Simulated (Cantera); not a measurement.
A perfectly stirred reactor is fed with 0.957 % CO, 0.785 % O2, 2.58 % H2O, 95.7 % N2, equivalence ratio 0.61, at 3.10 bar; it is held at 1450 K, and followed from long to short residence time.

Computed with Cantera and GRI-Mech 3.0 (53 species, 325 reactions).

x: mole fraction; the columns are a selection and need not sum to one.

| τ (s) | x CO | x O2 | x H2O | x O | x CO2 |
|---|---|---|---|---|---|
| 12 | 6.88e-6 | 0.00308 | 0.0259 | 4.54e-7 | 0.00961 |
| 2.7 | ? | 0.00308 | 0.0259 | ? | 0.00959 |
| 0.61 | 5.23e-5 | 0.00310 | 0.0259 | 2.73e-6 | 0.00956 |
| 0.13 | ? | 0.00315 | 0.0259 | ? | 0.00946 |
| 0.030 | 0.000390 | 0.00328 | 0.0258 | 1.84e-5 | 0.00922 |
| 0.0067 | 0.00100 | 0.00362 | 0.0256 | 4.66e-5 | 0.00860 |
| 0.0015 | 0.00240 | 0.00437 | 0.0254 | 0.000108 | 0.00719 |

Problem. Fill in the missing entries.

Solution. 
- 2.7, x CO: 1.90e-5
- 2.7, x O: 1.10e-6
- 0.13, x CO: 0.000148
- 0.13, x O: 7.23e-6
